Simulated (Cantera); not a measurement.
Feed: 1 mol SiC, 0.15 mol O2, 50 mol H2, 0.043 mol CO2, held at 1.10 mbar.

Cantera equilibrium calculation (NASA polynomials, part measured and part estimated; ideal gas, pure solids and liquids). Candidate condensed phases: C, C6H6, C7H8, C8H18, H2O, Si, SiC, SiO2; 123 gas species. Mutual solubility and eutectic melting of coexisting phases are not modelled. The tables hold silica as quartz up to 1696 K and as liquid above; real silica turns to tridymite and cristobalite and melts near 1996 K. Gases not in the tables: Si2H6 and higher silanes. Rates play no part.

Which condensed phases are stable at each of these points (T (K)): 1300, 1400, 1500, 1600, 1700, 1800, 1900, 2000, 2100, 2200?


```
T (K)         condensed phases  Si condensed (%)
-----  -----------------------  ----------------
1300   SiC(s) + SiO2(β-quartz)              90.3
1400                    SiC(s)              82.9
1500                    SiC(s)              82.8
1600                    SiC(s)              82.8
1700                    SiC(s)              82.5
1800                    SiC(s)              80.8
1900                    SiC(s)              74.9
2000                    SiC(s)              65.7
2100      C(graphite) + SiC(s)              40.7
2200               C(graphite)               0.0
```

At 1300 K the condensed part is SiC(s) + SiO2(β-quartz). From 1400 K to 2000 K the condensed part is SiC(s). At 2100 K the condensed part is C(graphite) + SiC(s). At 2200 K the condensed part is C(graphite).
